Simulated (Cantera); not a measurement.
Feed: 1 mol SiH4, 9.2 mol CO2, held at 13.3 mbar.

Method: chemical equilibrium by Gibbs-energy minimisation in Cantera with the NASA 1993 tables (ideal gas, pure condensed phases). Candidate condensed phases: C, C6H6, C7H8, C8H18, H2O, Si, SiC, SiO2; 123 gas species. The tables hold silica as quartz up to 1696 K and as liquid above; real silica turns to tridymite and cristobalite and melts near 1996 K. Rates play no part.

Task: Which condensed phases are stable at each of these points (T (K)): 998, 1098, 1198, 1298, 1398, 1498, 1598, 1698?

Result: 
```json
[
 {"T (K)": "998", "condensed phases": "SiO2(β-quartz)", "Si condensed (%)": "100.0"},
 {"T (K)": "1098", "condensed phases": "SiO2(β-quartz)", "Si condensed (%)": "100.0"},
 {"T (K)": "1198", "condensed phases": "SiO2(β-quartz)", "Si condensed (%)": "100.0"},
 {"T (K)": "1298", "condensed phases": "SiO2(β-quartz)", "Si condensed (%)": "100.0"},
 {"T (K)": "1398", "condensed phases": "SiO2(β-quartz)", "Si condensed (%)": "100.0"},
 {"T (K)": "1498", "condensed phases": "SiO2(β-quartz)", "Si condensed (%)": "100.0"},
 {"T (K)": "1598", "condensed phases": "SiO2(β-quartz)", "Si condensed (%)": "100.0"},
 {"T (K)": "1698", "condensed phases": "SiO2(condensed)", "Si condensed (%)": "100.0"}
]
```

From 998 K to 1598 K the condensed part is SiO2(β-quartz). At 1698 K the condensed part is SiO2(condensed).
